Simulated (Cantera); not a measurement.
## Equilibrium for fluorocarbon and chlorocarbon gases: CHF3 + CH4 + H2

Feed: 1 mol CHF3, 0.0094 mol CH4, 0.11 mol H2, equilibrated at 2448.15 K.

These are equilibrium values from Cantera (NASA tables, ideal gas, pure condensed phases), not measurements of a reactor. Candidate condensed phases: C, C6H6, C7H8, C8H18; 95 gas species. The tables' values for C2F4 are old estimates; treat these amounts as uncertain. Gases not in the tables: C2F6 and larger saturated fluorocarbons. Equilibrium is a limit: real reactors are often held back by kinetics, nucleation or transport.

From 1.00 Pa to 100000 Pa the condensed part is C(graphite). The main C-bearing gas is C3 at 1.00 Pa and CF4 at 100000 Pa. The share of C in condensed phases is highest at 13.0 Pa (91.7 %) and lowest at 7700 Pa (40.9 %).

```tsv
P (Pa)	x HF	x F	x CF2	x CF4	x H	x C3	x CF	n C(graphite)
1	0.344	0.564	0.000525	5.36e-11	0.0440	0.0218	0.0157	0.705
3.60	0.396	0.563	0.00188	2.48e-9	0.0141	0.00605	0.0156	0.890
13	0.415	0.556	0.00662	1.11e-7	0.00415	0.00168	0.0154	0.925
46	0.426	0.535	0.0217	4.22e-6	0.00125	0.000474	0.0148	0.897
170	0.446	0.477	0.0636	0.000134	0.000397	0.000128	0.0132	0.790
600	0.480	0.371	0.136	0.00215	0.000156	3.63e-5	0.0103	0.617
2200	0.530	0.237	0.204	0.0178	7.35e-5	9.91e-6	0.00658	0.458
7700	0.592	0.127	0.206	0.0634	4.36e-5	2.83e-6	0.00353	0.413
28000	0.651	0.0575	0.153	0.127	2.92e-5	7.78e-7	0.00160	0.447
100000	0.692	0.0241	0.0957	0.178	2.07e-5	2.18e-7	0.000669	0.492
```
x: gas mole fraction; n: condensed amount in mol.
